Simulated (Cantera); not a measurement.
# Thermodynamics of metals in furnace atmospheres, feed Al + H2O + N2

A closed system holds: 1 mol Al, a varied amount of H2O, 1.7 mol N2, held at 1148 K and 0.250 bar.

Equilibrium computed with Cantera from the NASA thermochemical tables; the gas is ideal and each condensed phase is pure. Candidate condensed phases: Al, AlN, Al2O3, H2O; 35 gas species. Mutual solubility and eutectic melting of coexisting phases are not modelled. Rates play no part.

From 0.35 mol H2O to 1.4 mol H2O the condensed part is AlN(s) + Al2O3(s). From 2.1 mol H2O to 8.3 mol H2O the condensed part is Al2O3(s).

| n(H2O) (mol) | log p N2 | log p H2O | log p H2 | log p NH3 | n AlN(s) | n Al2O3(s) |
|---|---|---|---|---|---|---|
| 0.35 | -0.70 | -7.13 | -1.28 | -5.88 | 0.767 | 0.117 |
| 0.55 | -0.75 | -7.02 | -1.15 | -5.70 | 0.633 | 0.183 |
| 0.86 | -0.80 | -6.92 | -1.04 | -5.57 | 0.427 | 0.287 |
| 1.4 | -0.87 | -6.85 | -0.94 | -5.46 | 0.0667 | 0.467 |
| 2.1 | -0.95 | -1.40 | -1.01 | -5.59 | 0 | 0.500 |
| 3.4 | -1.08 | -1.03 | -1.13 | -5.85 | 0 | 0.500 |
| 5.3 | -1.22 | -0.87 | -1.27 | -6.12 | 0 | 0.500 |
| 8.3 | -1.37 | -0.77 | -1.43 | -6.43 | 0 | 0.500 |
log p: log10 of the partial pressure in bar; n: condensed amount in mol.
